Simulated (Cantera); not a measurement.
# Thermodynamics of titanium nitride, carbide and oxide coatings, feed TiCl4 + C3H8 + H2

Charge: 1 mol TiCl4, 0.052 mol C3H8, 94 mol H2, equilibrated at 1125 K and 5.00 mbar.

Cantera equilibrium calculation (NASA polynomials, part measured and part estimated; ideal gas, pure solids and liquids). Candidate condensed phases: C, C6H6, C7H8, C8H18, Ti, TiC, TiCl2, TiCl3, TiCl4; 96 gas species. The tables' values for TiCl2 are old estimates; treat these amounts as uncertain. TiC: taken at fixed stoichiometry. Kinetics and transport are ignored.

- x(H2) = 0.977
- x(HCl) = 0.0146
- x(TiCl3) = 0.00804
- x(TiCl4) = 0.000756
- x(TiCl2) = 2.09e-5
- n(TiC(s)) = 0.156 mol
- gas amount = 95.75 mol
- log10 activity of Ti(α) (absent) = -3.78
- log10 activity of C(graphite) (absent) = -4.18
- log10 activity of TiCl4(l) (absent) = -7.47
